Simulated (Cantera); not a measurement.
Ignition delay

Mixture: H2 : O2 : N2 = 1 : 0.333 : 1.25 (molar parts), equivalence ratio 1.5, at 13.0 bar, adiabatic and at constant pressure. Ignition delay is the time to a rise of 400 K.

Computed with Cantera and the H2/O2 subset of GRI-Mech 3.0, which has no nitrogen chemistry. The hydrogen kinetics of GRI-Mech 3.0 are dated; newer H2 mechanisms differ, most at raised pressure. The pressure lies above the range GRI-Mech 3.0 was tuned for (to about 10 atm).

```tsv
T0 (K)	delay (ms)
1050	2.15
1125	0.442
1200	0.0846
1275	0.0114
1350	0.00318
1425	0.00178
1500	0.00121
1575	0.000908
```

- apparent activation energy between 1425 and 1575 K: 84 kJ/mol
